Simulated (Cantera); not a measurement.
A perfectly stirred reactor is fed with 5.56 % CH4, 19.9 % O2, 74.6 % N2, equivalence ratio 0.56, at 24000 Pa; it is adiabatic with a 425 K inlet, and is followed from long to short residence time, starting on the burning branch (τ in s: 0.032, 0.015, 0.0071, 0.0034, 0.0016, 0.00075, 0.00035, 0.00017, 7.9e-05, 3.7e-05).

Cantera simulation using GRI-Mech 3.0 (53 species, 325 reactions); the numbers are that mechanism's predictions, not measurements.

Question: Predict: blow-out, bracketed by the residence times tried; x(CH4) at τ = 32.0 ms; x(O2) at τ = 32.0 ms; x(H2O) at τ = 32.0 ms; x(NO) at τ = 32.0 ms; x(OH) at τ = 32.0 ms; x(CH4) at τ = 0.750 ms; x(O2) at τ = 0.750 ms; x(H2O) at τ = 0.750 ms; x(NO) at τ = 0.750 ms; x(OH) at τ = 0.750 ms.

Answer: 
| Property | Result |
|---|---|
| blow-out, bracketed by the residence times tried | burning at 0.750 ms, out at 0.350 ms |
| x(CH4) at τ = 32.0 ms | 4.05e-5 |
| x(O2) at τ = 32.0 ms | 0.0873 |
| x(H2O) at τ = 32.0 ms | 0.108 |
| x(NO) at τ = 32.0 ms | 5.93e-6 |
| x(OH) at τ = 32.0 ms | 0.00291 |
| x(CH4) at τ = 0.750 ms | 0.00139 |
| x(O2) at τ = 0.750 ms | 0.0997 |
| x(H2O) at τ = 0.750 ms | 0.0985 |
| x(NO) at τ = 0.750 ms | 1.17e-6 |
| x(OH) at τ = 0.750 ms | 0.00310 |
